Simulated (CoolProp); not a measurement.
The numbers come from the reference Helmholtz-energy equation of state, Thol 2019 in CoolProp.

Question: For tetradecamethylhexasiloxane (MD4M), give the phase and the Z, Joule-Thomson coefficient (K/MPa), isothermal compressibility (1/MPa), fugacity coefficient at 620 K and 1930 kPa.

Answer: 
- 620 K and 1930 kPa: liquid; Z 0.320, Joule-Thomson coefficient 0.669, isothermal compressibility 0.0429, fugacity coefficient 0.237
